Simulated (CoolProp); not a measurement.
R152A at 462.56 K and 0.462 MPa flows at 2.1 m/s in a round tube of 6 mm bore and 0.25 µm roughness, fully developed (64/Re and Nu = 3.66 if laminar; Colebrook and Gnielinski if turbulent). Each further row changes one setting.

Computed with CoolProp (reference Helmholtz-energy equation of state, Outcalt 1996). It is a modified Benedict-Webb-Rubin equation, recast in Helmholtz form.

```csv
case,Reynolds number,Darcy friction factor,pressure drop (Pa/m),heat-transfer coefficient (W/(m² K)),mass flow (kg/h)
as stated,5970,0.0356,106,101,1.73
velocity 4.2 m/s,11900,0.0296,…,182,…
diameter 12 mm,11900,0.0295,43.9,…,6.92
```

### Question
Fill in the missing entries.

### Answer

- velocity 4.2 m/s, pressure drop (Pa/m): 352
- velocity 4.2 m/s, mass flow (kg/h): 3.46
- diameter 12 mm, heat-transfer coefficient (W/(m² K)): 91.0

Viscosity comes from a separate model (Bell 2016), an estimate that may be off by 10 % or more. Thermal conductivity comes from a separate model (Krauss 1996).
